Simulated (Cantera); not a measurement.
Input (Python, Cantera):

```python
import numpy as np
import cantera as ct

gas = ct.Solution("gri30.yaml")
gas.TPX = 1925, 16000, {'C2H6': 1, 'N2': 5.5}
reactor = ct.IdealGasConstPressureReactor(gas, energy="off", clone=False)
net = ct.ReactorNet([reactor])
net.rtol, net.atol = 1e-08, 1e-18
show = ['C2H6', 'H', 'C2H4', 'CH3', 'H2', 'CH2']
times = np.geomspace(0.0002, 100, 11)

steps = ct.SolutionArray(gas, extra=["t"])
rows = []
print(f"{'t/s':>10s}{'T/K':>9s}{'P/Pa':>11s}" + "".join(f"{s:>11s}" for s in show))
for t in times:
    while net.time < t:
        t_next = net.step()
        steps.append(gas.state, t=t_next)
    rows.append([np.interp(t, steps.t, y) for y in (steps.T, steps.P, *steps(*show).X.T)])
    print(f"{t:10.3e}{rows[-1][0]:9.1f}{rows[-1][1]:11.4g}" + "".join(f"{x:11.3e}" for x in rows[-1][2:]))
rate = np.gradient(steps.T, steps.t)
print("integrator steps:", len(steps.t))
if steps.T.max() > steps.T[0] + 200:
    print(f"time of steepest temperature rise: {steps.t[rate.argmax()]:.4e} s")
gas.TPX = 1925, 16000, {'C2H6': 1, 'N2': 5.5}
gas.equilibrate("TP")
print(f"equilibrium (TP): T = {gas.T:.1f} K  " + "  ".join(f"{s} {gas[s].X[0]:.3e}" for s in show))
```

It prints:

```
       t/s      T/K       P/Pa       C2H6          H       C2H4        CH3         H2        CH2
 2.000e-04   1925.0    1.6e+04  8.694e-05  1.117e-03  8.082e-03  4.686e-03  1.744e-01  2.128e-05
 7.429e-04   1925.0    1.6e+04  2.441e-05  7.203e-04  1.131e-03  2.316e-03  1.911e-01  7.879e-06
 2.759e-03   1925.0    1.6e+04  9.875e-06  7.466e-04  3.765e-04  1.479e-03  2.065e-01  5.326e-06
 1.025e-02   1925.0    1.6e+04  1.843e-06  9.216e-04  1.009e-04  6.636e-04  2.237e-01  3.039e-06
 3.807e-02   1925.0    1.6e+04  1.318e-07  1.102e-03  4.897e-05  1.847e-04  2.319e-01  1.050e-06
 1.414e-01   1925.0    1.6e+04  8.147e-09  1.159e-03  4.569e-05  4.551e-05  2.339e-01  2.762e-07
 5.253e-01   1925.0    1.6e+04  1.416e-09  1.165e-03  4.559e-05  1.675e-05  2.343e-01  1.027e-07
 1.951e+00   1925.0    1.6e+04  1.149e-09  1.165e-03  4.558e-05  1.447e-05  2.343e-01  8.879e-08
 7.248e+00   1925.0    1.6e+04  1.149e-09  1.165e-03  4.555e-05  1.447e-05  2.343e-01  8.879e-08
 2.692e+01   1925.0    1.6e+04  1.149e-09  1.165e-03  4.546e-05  1.448e-05  2.343e-01  8.886e-08
 1.000e+02   1925.0    1.6e+04  1.149e-09  1.165e-03  4.515e-05  1.450e-05  2.343e-01  8.897e-08
integrator steps: 1518
equilibrium (TP): T = 1925.0 K  C2H6 5.836e-10  H 1.166e-03  C2H4 2.216e-05  CH3 1.041e-05  H2 2.344e-01  CH2 6.390e-08
```

Cantera simulation using GRI-Mech 3.0 (53 species, 325 reactions); the numbers are that mechanism's predictions, not measurements. GRI-Mech 3.0 stops at C3 and has no aromatics, soot or wall deposition, so with more carbon than oxygen in the feed, carbon stays in small species such as C2H2 where larger ones or solid carbon would form.
